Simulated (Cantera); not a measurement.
A perfectly stirred reactor is fed with H₂ : O₂ = 0.1 : 1 (molar parts), equivalence ratio 0.050, at 430 Pa; it is held at 1175 K, and followed from long to short residence time.

Cantera simulation using the H2/O2 subset of GRI-Mech 3.0, which has no nitrogen chemistry; the numbers are that mechanism's predictions, not measurements. Radical loss at walls, strong at low pressure, is not modelled. The temperature is held fixed by assumption; the heat of reaction is taken as removed at once.

Predict: x(H₂) at τ = 28.0 s; x(O₂) at τ = 28.0 s; x(H₂O₂) at τ = 28.0 s; x(OH) at τ = 28.0 s; x(H₂O) at τ = 28.0 s; x(H₂) at τ = 0.180 s; x(O₂) at τ = 0.180 s; x(H₂O₂) at τ = 0.180 s; x(OH) at τ = 0.180 s; x(H₂O) at τ = 0.180 s.


- x(H₂) at τ = 28.0 s: 0.000108
- x(O₂) at τ = 28.0 s: 0.903
- x(H₂O₂) at τ = 28.0 s: 3.66e-8
- x(OH) at τ = 28.0 s: 0.000973
- x(H₂O) at τ = 28.0 s: 0.0945
- x(H₂) at τ = 0.180 s: 0.00201
- x(O₂) at τ = 0.180 s: 0.872
- x(H₂O₂) at τ = 0.180 s: 5.70e-8
- x(OH) at τ = 0.180 s: 0.00422
- x(H₂O) at τ = 0.180 s: 0.0839
